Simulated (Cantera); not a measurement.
A perfectly stirred reactor is fed with 0.990 % C₂H₆, 99.0 % N₂, at 280 Pa; it is held at 1550 K, and followed from long to short residence time.

Cantera simulation using GRI-Mech 3.0 (53 species, 325 reactions); the numbers are that mechanism's predictions, not measurements. GRI-Mech 3.0 stops at C3 and has no aromatics, soot or wall deposition, so with more carbon than oxygen in the feed, carbon stays in small species such as C2H2 where larger ones or solid carbon would form. Radical loss at walls, strong at low pressure, is not modelled.

One state of this run: x C₂H₆ = 0.00287; x C₂H = 1.76e-7; x CH₄ = 0.00114; x H₂ = 0.00600; x HCN = 3.04e-6; x CH₃ = 0.00249. x: mole fraction; the columns are a selection and need not sum to one.

### Question
Which value of τ (s) does it belong to?
A. 0.95
B. 0.024
C. 0.0094
D. 0.059

### Answer
B, 0.024
